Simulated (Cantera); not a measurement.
A Cantera script and what it prints.

```python
import numpy as np
import cantera as ct

gas_names = """
    F F2 H HF H2 H2F2 H3F3 H4F4 H5F5 H6F6 H7F7 N NF NF2 NF3 NH NH2 NH3 N2 N2H2 N2H4 Si SiF SiF2 SiF3
    SiF4 SiH SiHF3 SiH2 SiH2F2 SiH3 SiH3F SiH4 SiN Si2 Si2N Si3
""".split()
cond_names = """
    Si(cr) Si(L) Si3N4(a)
""".split()


# ... load() reads the species with a 1 bar reference pressure and builds the phases ...
atoms = {
    'Si': {'Si': 1},
    'HF': {'H': 1, 'F': 1},
    'N2': {'N': 2},
}
top_T = {'Si3N4(a)': 2400}  # K; cautious upper limits of use, not melting points


# ... equilibrate(T, P, feed) seeds the gas with the atoms and calls Mixture.equilibrate('TP', solver="vcs", rtol=1e-11, max_steps=5000) ...
results = []
feed = {'Si': 1, 'HF': 6.4, 'N2': 4.1}  # mol
T = 1598.15  # K
P = 133.322  # Pa
mix = equilibrate(T, P, feed)
results.append((T, P, feed, dict(zip(mix.species_names, mix.species_moles))))
x = sorted(zip(gas.X, gas.species_names), reverse=True)
print(f"T = {T:g} K  P = {P:g} Pa  gas = {mix.phase_moles(0):.4g} mol")
print("   x: " + "  ".join(f"{s} {v:.3e}" for v, s in x if v > 1e-05))
print("   condensed (mol): " + ("  ".join(f"{mix.phase(i).name} {mix.phase_moles(i):.4g}"
      for i in range(1, mix.n_phases) if mix.phase_moles(i) > 1e-12) or "none"))
```

Output:

```
T = 1598.15 K  P = 133.322 Pa  gas = 9.53 mol
   x: N2 4.302e-01  HF 2.575e-01  H2 2.067e-01  SiF4 9.943e-02  SiF3 5.297e-03  H 6.638e-04  SiF2 1.366e-04  SiHF3 7.586e-05
   condensed (mol): none
```

Cantera equilibrium calculation (NASA polynomials, part measured and part estimated; ideal gas, pure solids and liquids). The tables' values for SiF3, SiF2 are old estimates; treat these amounts as uncertain.
